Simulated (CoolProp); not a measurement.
Values from CoolProp's reference Helmholtz-energy equation of state, Eisenbach 2021.

Q: For propylene glycol, give the phase and the density (kg/m³), cv (kJ/(kg K)), speed of sound (m/s), expansivity (1/kK) at 265.75 °C and 36900 kPa; 64.45 °C and 157 kPa.

A: 
- 265.75 °C and 36900 kPa: liquid; density 857, cv 3.03, speed of sound 1020, expansivity 1.13
- 64.45 °C and 157 kPa: liquid; density 1000, cv 2.36, speed of sound 1400, expansivity 0.793
